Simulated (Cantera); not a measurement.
Feed: 1 mol Si(CH3)4, 0.022 mol CH4, 1300 mol H2, equilibrated at 0.100 bar.

Equilibrium computed with Cantera from the NASA thermochemical tables; the gas is ideal and each condensed phase is pure. Candidate condensed phases: C, C6H6, C7H8, C8H18, Si, SiC; 87 gas species. Rates play no part. All values below are at 1150 °C.

Base state: H2 1.000, CH4 0.000381, H 2.10e-5 (mole fractions); condensed: C(graphite) + SiC(s).

Q: What changes in the equilibrium state with this change: 1 mol CO2 added?

A: 
```
species             before     after
----------------  --------  --------
H2                   1.000     0.998
CO                       0   0.00153
CH4               0.000381  0.000379
H                  2.10e-5   2.10e-5
C(graphite), mol      2.52      1.52
SiC(s), mol          1.000     0.997
```
Further candidate phases: H2O, SiO2.
